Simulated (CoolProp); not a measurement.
A simple Rankine cycle with R245ca: condensing at 302.15 K, boiler at 0.586 MPa, turbine inlet 449 K, turbine efficiency 0.9, pump efficiency 0.6, no recuperator. Each further row changes one setting.

Model: reference Helmholtz-energy equation of state, Zhou 2016, in CoolProp.

```csv
case,thermal efficiency (%),net work (kJ/kg),heat in (kJ/kg),turbine exit temperature (K),volume ratio over the turbine
as stated,10.5,36.8,352,412.5,4.80
condensing temperature 294.15 K,12.1,43.7,363,405.9,6.46
boiler pressure 0.41 MPa,8.3,29.3,354,420.9,3.37
turbine efficiency 0.8,9.3,32.7,352,416.2,4.85
```
